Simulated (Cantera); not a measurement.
A perfectly stirred reactor is fed with 44.2 % H2, 23.3 % O2, 32.6 % N2, equivalence ratio 0.95, at 1.00 bar; it is held at 1198 K, and followed from long to short residence time.

Detailed kinetics in Cantera: GRI-Mech 3.0 (53 species, 325 reactions). The temperature is held fixed by assumption; the heat of reaction is taken as removed at once.

One state of this run: x H2 = 0.00646; x O2 = 0.0180; x NO = 1.00e-7; x H = 9.99e-5; x NO2 = 9.64e-10; x O = 2.52e-5. x: mole fraction; the columns are a selection and need not sum to one.

Task: Which value of τ (s) does it belong to?
A) 1.8
B) 0.050
C) 0.0014
D) 0.00013

Result: B, 0.050
